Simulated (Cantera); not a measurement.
## Thermodynamics of calcination and drying, feed KOH + C + H₂

Feed: 1 mol KOH, 1.1 mol C, 8.3 mol H₂, held at 0.248 Torr.

Cantera equilibrium calculation (NASA polynomials, part measured and part estimated; ideal gas, pure solids and liquids). Candidate condensed phases: C, C₆H₆, C₇H₈, C₈H₁₈, H₂O, K, KOH, KO₂, K₂CO₃, K₂O, K₂O₂; 116 gas species. Kinetics and transport are ignored.

```tsv
T (°C)	x H₂	x H	x CO	x K	n C(graphite)
1402	0.810	0.00575	0.0923	0.0923	0.0990
1452	0.806	0.00918	0.0922	0.0922	0.0984
1502	0.802	0.0143	0.0919	0.0919	0.0975
1552	0.795	0.0216	0.0916	0.0916	0.0963
1602	0.786	0.0320	0.0911	0.0911	0.0945
1652	0.772	0.0463	0.0905	0.0904	0.0922
1702	0.755	0.0654	0.0896	0.0896	0.0890
1752	0.732	0.0906	0.0884	0.0884	0.0850
1802	0.702	0.123	0.0869	0.0869	0.0798
1852	0.666	0.163	0.0850	0.0850	0.0735
1902	0.621	0.212	0.0828	0.0828	0.0659
```
x: gas mole fraction; n: condensed amount in mol.

From 1402 °C to 1902 °C the condensed part is C(graphite). The main K-bearing gas is K throughout.
